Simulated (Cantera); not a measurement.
Feed: 1 mol SiH4, 0.89 mol N2, 0.88 mol H2, held at 0.120 Torr.

Cantera equilibrium calculation (NASA polynomials, part measured and part estimated; ideal gas, pure solids and liquids). Candidate condensed phases: Si, Si3N4; 18 gas species. N2 is the only nitrogen source here; it is nearly inert below about 1500 K, so the nitride shown seldom forms there in practice. Mutual solubility and eutectic melting of coexisting phases are not modelled. The numbers say what is thermodynamically allowed, not how fast it happens.

x: gas mole fraction; n: condensed amount in mol.

```
T (K)   x H2    x N2       x H        x Si     x SiH    x SiH2  n Si3N4(s)  n Si(s)
-----  -----  ------  --------  ----------  --------  --------  ----------  -------
1100   0.928  0.0720   1.97e-6      <1e-12    <1e-12  2.33e-12       0.333        0
1150   0.928  0.0720   5.68e-6  (withheld)  1.96e-12  2.39e-11       0.333        0
1200   0.928  0.0720   1.50e-5  (withheld)  2.90e-11  2.02e-10       0.333        0
1250   0.928  0.0720   3.68e-5  (withheld)  3.44e-10   1.43e-9       0.333        0
1300   0.928  0.0720   8.42e-5  (withheld)   3.37e-9   8.74e-9       0.333        0
1350   0.928  0.0720  0.000181  (withheld)   2.78e-8   4.65e-8       0.333        0
1400   0.928  0.0720  0.000370  (withheld)   1.97e-7   2.20e-7       0.333        0
1450   0.892   0.107  0.000706  (withheld)   9.13e-7   6.87e-7       0.272    0.183
1500   0.763   0.236   0.00122  (withheld)   2.33e-6   1.14e-6           0    1.000
1550   0.762   0.236   0.00217  (withheld)   6.02e-6   2.13e-6           0    0.999
```

**Question.** What belongs in the gaps?

**Answer.** 
- 1150, x Si: 7.69e-12
- 1200, x Si: 1.59e-10
- 1250, x Si: 2.56e-9
- 1300, x Si: 3.33e-8
- 1350, x Si: 3.58e-7
- 1400, x Si: 3.23e-6
- 1450, x Si: 1.92e-5
- 1500, x Si: 6.58e-5
- 1550, x Si: 0.000208
